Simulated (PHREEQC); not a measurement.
A PHREEQC speciation (ion-association model, phreeqc.dat) at 25 °C gives pH 2.46 and these molalities:

```
species      mol/kgw
----------  --------
Cl-            0.254
Zn+2           0.117
ZnCl+         0.0190
H+           0.00450
ZnCl2        0.00209
ZnSO4        0.00127
SO4-2       0.000919
ZnCl3-      0.000647
ZnCl4-2     0.000156
HSO4-        9.81e-5
Zn(SO4)2-2   8.33e-6
```

Q: What are the element totals, and what could have been dissolved in 1 kg of water to give them?

A: Several could match; the one computed here: totals Cl 0.280, S(6) 0.00230, Zn 0.140 mol/kgw, from 0.14 mol/kgw ZnCl2 and 0.0023 mol/kgw H2SO4.

This is a speciation only: nothing precipitates in the calculation. Complexes and solids missing from the database can't appear.
